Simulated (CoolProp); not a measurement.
Saturation properties of dodecamethylcyclohexasiloxane (D6).

Computed with CoolProp (reference Helmholtz-energy equation of state, Colonna 2008). It is a short technical equation, of lower accuracy than the large ones.

| T (°C) | p (MPa) | liquid density (kg/m³) | enthalpy of vaporisation (kJ/kg) | liquid cp (kJ/(kg K)) | surface tension (mN/m) |
|---|---|---|---|---|---|
| 153.45 | 0.007412 | 823.5 | 123.8 | 1.831 | 9.12 |
| 174.45 | 0.01532 | 798.3 | 118.4 | 1.875 | 7.77 |
| 195.55 | 0.02915 | 772.0 | 113.0 | 1.920 | 6.49 |
| 216.65 | 0.05162 | 744.5 | 107.3 | 1.965 | 5.30 |
| 237.75 | 0.08609 | 715.4 | 101.2 | 2.011 | 4.21 |
| 258.75 | 0.1363 | 684.2 | 94.68 | 2.060 | 3.21 |
| 279.85 | 0.2077 | 649.8 | 87.31 | 2.116 | 2.32 |
| 300.95 | 0.3059 | 610.9 | 78.77 | 2.183 | 1.54 |

It boils at 245.0 °C under 1 atm.

Surface tension comes from a separate correlation (Mulero 2014).
